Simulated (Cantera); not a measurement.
# Ammonia decomposition in nitride growth gas

A perfectly stirred reactor is fed with NH3 : N2 = 1 : 6.4 (molar parts), at 7800 Pa; it is held at 2100 K, and followed from long to short residence time.

Computed with Cantera and the gas-phase N/H chemistry of the illustrative SiF4/NH3 mechanism in the Surface Chemkin manual (1991). Walls and surfaces, which speed up NH3 decomposition in real reactors, are not modelled.

```tsv
τ (s)	x NH3	x H	x H2	x N2H4	x N2H2
2.1	0.00874	0.000572	0.167	1.35e-10	6.58e-8
1.1	0.0157	0.000455	0.157	3.06e-10	1.27e-7
0.56	0.0270	0.000353	0.142	6.69e-10	2.39e-7
0.28	0.0440	0.000261	0.120	1.36e-9	4.24e-7
0.15	0.0631	0.000190	0.0948	2.35e-9	6.52e-7
0.074	0.0857	0.000124	0.0648	3.89e-9	9.44e-7
0.038	0.104	7.85e-5	0.0405	5.66e-9	1.19e-6
0.020	0.117	4.82e-5	0.0236	7.54e-9	1.36e-6
0.010	0.126	2.71e-5	0.0120	9.40e-9	1.41e-6
```
x: mole fraction; the columns are a selection and need not sum to one.
